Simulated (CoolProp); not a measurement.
Properties of hydrogen chloride along the isobar 19.1 bar.

Computed with CoolProp (reference Helmholtz-energy equation of state, Thol 2018).

```
T (K)   phase  density (kg/m³)  cp (kJ/(kg K))  cv (kJ/(kg K))
-----  ------  ---------------  --------------  --------------
244.2  liquid             1032           1.783          0.9414
265.6     gas            39.14           1.376          0.7771
287       gas            33.99           1.144          0.7023
308.4     gas            30.46           1.027          0.6571
329.8     gas            27.78          0.9592          0.6287
351.2     gas            25.63          0.9169          0.6104
372.6     gas            23.84          0.8891          0.5985
394       gas            22.32          0.8704             [?]
415.4     gas            21.01          0.8574          0.5859
436.8     gas            19.85          0.8483          0.5829
458.2     gas              [?]          0.8418             [?]
479.6     gas            17.91          0.8371          0.5804
```

Q: Some entries are withheld; supply them.

A: 
- 394, cv (kJ/(kg K)): 0.5909
- 458.2, density (kg/m³): 18.83
- 458.2, cv (kJ/(kg K)): 0.5812
